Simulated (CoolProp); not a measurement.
Ethanol at several states: density (kg/m³) from the reference equation and from simpler models built on Tc = 241.6 °C, pc = 6.268 MPa, ω = 0.644; each cubic takes its own stable root.

Model: reference Helmholtz-energy equation of state, Schroeder 2014, in CoolProp.

```json
[
 {"T (°C)": "117.25", "p (MPa)": "17.4", "phase": "liquid", "reference": "…", "van der Waals": "…", "Peng-Robinson": "…"},
 {"T (°C)": "161.25", "p (MPa)": "2.34", "phase": "liquid", "reference": "…", "van der Waals": "37.44", "Peng-Robinson": "…"},
 {"T (°C)": "196.45", "p (MPa)": "0.0608", "phase": "gas", "reference": "0.7206", "van der Waals": "0.7200", "Peng-Robinson": "0.7211"},
 {"T (°C)": "210.25", "p (MPa)": "26.2", "phase": "liquid", "reference": "…", "van der Waals": "…", "Peng-Robinson": "…"}
]
```

Task: Complete the blanks.

Result: 
- 117.25, reference: 719.8
- 117.25, van der Waals: 402.5
- 117.25, Peng-Robinson: 676.6
- 161.25, reference: 634.7
- 161.25, Peng-Robinson: 583.7
- 210.25, reference: 623.0
- 210.25, van der Waals: 376.4
- 210.25, Peng-Robinson: 565.6

At some of these states van der Waals gives the other phase, because its saturation line lies elsewhere.
